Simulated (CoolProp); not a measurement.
Values from CoolProp's reference Helmholtz-energy equation of state, Gao 2020.

**Question.** For ammonia, give the phase and the Z, cp (kJ/(kg K)), Joule-Thomson coefficient (K/MPa), isothermal compressibility (1/MPa) at 12.25 °C and 30300 kPa; 26.05 °C and 30300 kPa; 39.95 °C and 30300 kPa.

**Answer.** 
- 12.25 °C and 30300 kPa: liquid; Z 0.338, cp 4.47, Joule-Thomson coefficient -0.159, isothermal compressibility 0.000970
- 26.05 °C and 30300 kPa: liquid; Z 0.332, cp 4.52, Joule-Thomson coefficient -0.140, isothermal compressibility 0.00113
- 39.95 °C and 30300 kPa: liquid; Z 0.326, cp 4.58, Joule-Thomson coefficient -0.116, isothermal compressibility 0.00133
